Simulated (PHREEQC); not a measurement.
Dissolve 6.3 mmol/kgw CuCl2, 2.3 mmol/kgw HBF4 and 81 mmol/kgw H3BO3 at 25 °C. Closed to the air; pH follows from the charge balance.

All values are PHREEQC results (ion-association model, phreeqc.dat), not measurements.

The ionic strength comes out as 0.0214 mol/kgw. What activity coefficients do BF(OH)3-, Cl-, HF2-, H+, Cu+2 get?

BF(OH)3- 0.87, Cl- 0.86, HF2- 0.87, H+ 0.89, Cu+2 0.59.

This is a speciation only: nothing precipitates in the calculation. Real BF4- forms and hydrolyses slowly; the run takes it at equilibrium.
